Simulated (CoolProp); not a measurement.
Aqueous potassium acetate as a coolant, 43 % by mass, freezing at -48.3 °C, 1 atm.

The numbers come from the Melinder's fits for secondary coolants in CoolProp.

| T (°C) | conductivity (W/(m K)) | Prandtl number | viscosity (mPa s) | cp (kJ/(kg K)) |
|---|---|---|---|---|
| -2 | 0.439 | 53.1 | 8.24 | 2.825 |
| 1.5 | 0.442 | 45.9 | 7.16 | 2.834 |
| 5.1 | ___ | 39.9 | 6.25 | 2.843 |
| 8.6 | 0.450 | 35.1 | 5.53 | 2.852 |
| 12.2 | 0.453 | 31.0 | 4.91 | 2.861 |
| 15.7 | 0.457 | 27.7 | 4.41 | 2.870 |
| 19.3 | 0.461 | 24.8 | 3.97 | 2.879 |
| 22.8 | 0.464 | 22.5 | 3.61 | 2.888 |
| 26.3 | 0.468 | 20.4 | 3.30 | 2.897 |
| 29.9 | 0.472 | 18.6 | 3.01 | 2.907 |
| 33.4 | 0.475 | 17.0 | 2.77 | 2.916 |
| 37 | 0.479 | 15.5 | ___ | ___ |

Q: What belongs in the gaps?

A: 
- 5.1, conductivity (W/(m K)): 0.446
- 37, viscosity (mPa s): 2.54
- 37, cp (kJ/(kg K)): 2.926
